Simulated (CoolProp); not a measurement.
Hexamethyldisiloxane (MM) along the isotherm 555 K: Z from the reference equation and from simpler models built on Tc = 518.7 K, pc = 1931 kPa, ω = 0.418; each cubic takes its own stable root.

Model: reference Helmholtz-energy equation of state, Thol 2016, in CoolProp.

```csv
p (kPa),phase,reference,van der Waals,Soave-Redlich-Kwong
345,gas,0.9483,(withheld),0.9515
690,gas,0.8934,(withheld),0.9004
1030,gas,0.8360,0.8474,(withheld)
1380,gas,0.7731,0.7831,0.7872
1720,gas,0.7077,0.7091,0.7242
2070,supercritical,0.6343,0.6117,0.6525
2410,supercritical,0.5551,0.4741,0.5759
2760,supercritical,0.4682,0.3998,0.4984
3100,supercritical,0.3988,0.4027,(withheld)
3450,supercritical,(withheld),0.4202,0.4332
3790,supercritical,(withheld),0.4418,0.4341
4140,supercritical,0.3791,0.4662,0.4431
4480,supercritical,0.3936,0.4910,0.4558
4830,supercritical,0.4107,0.5170,0.4712
```

**Question.** Fill in the missing entries.

**Answer.** 
- 345, van der Waals: 0.9533
- 690, van der Waals: 0.9026
- 1030, Soave-Redlich-Kwong: 0.8467
- 3100, Soave-Redlich-Kwong: 0.4499
- 3450, reference: 0.3696
- 3790, reference: 0.3689
